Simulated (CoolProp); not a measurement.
Vapour-liquid equilibrium of 1-butene (1) + acetone (2) at 334 K; x and y are mole fractions of (1).

Values from CoolProp's multi-fluid Helmholtz-energy mixture model, Lemmon 2005 and Lemmon 2006; pair parameters Bell 2016.

| x | bubble pressure, mixture model (MPa) | bubble pressure, Raoult's law (MPa) | y, mixture model | y, Raoult's law |
|---|---|---|---|---|
| 0.05 | ? | 0.1519 | 0.403 | 0.256 |
| 0.15 | 0.3252 | 0.2177 | ? | 0.536 |
| 0.25 | 0.4253 | 0.2836 | 0.756 | 0.685 |
| 0.35 | 0.5000 | 0.3494 | 0.805 | 0.779 |
| 0.45 | 0.5562 | 0.4152 | 0.836 | 0.842 |
| 0.55 | 0.6006 | 0.4811 | 0.860 | 0.889 |
| 0.65 | 0.6394 | 0.5469 | 0.882 | 0.924 |
| 0.75 | 0.6768 | 0.6127 | 0.905 | 0.951 |
| 0.85 | ? | 0.6786 | 0.934 | 0.974 |
| 0.95 | 0.7566 | 0.7444 | 0.974 | 0.992 |

Question: Some entries are withheld; supply them.

Answer: 
- 0.05, bubble pressure, mixture model (MPa): 0.1952
- 0.15, y, mixture model: 0.661
- 0.85, bubble pressure, mixture model (MPa): 0.7156

The largest gap from Raoult's law is +50.0 % in bubble pressure, at x = 0.25. No azeotrope shows between x = 0.05 and 0.95.

Pair parameters are fitted to limited data, so mixtures are less certain than the pure fluids.
